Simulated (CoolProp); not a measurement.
The numbers come from the reference Helmholtz-energy equation of state, Lemmon 2006 in CoolProp. It is a short technical equation, of lower accuracy than the large ones.

Give the vapour pressure (bar), liquid density (kg/m³), enthalpy of vaporisation (kJ/kg), liquid cp (kJ/(kg K)) of saturated carbon monoxide at 92.3, 96.1, 111.3 K.


```tsv
T (K)	p (bar)	liquid density (kg/m³)	enthalpy of vaporisation (kJ/kg)	liquid cp (kJ/(kg K))
92.3	2.93	744	198	2.21
96.1	4.03	726	192	2.25
111.3	11.5	639	158	2.61
```
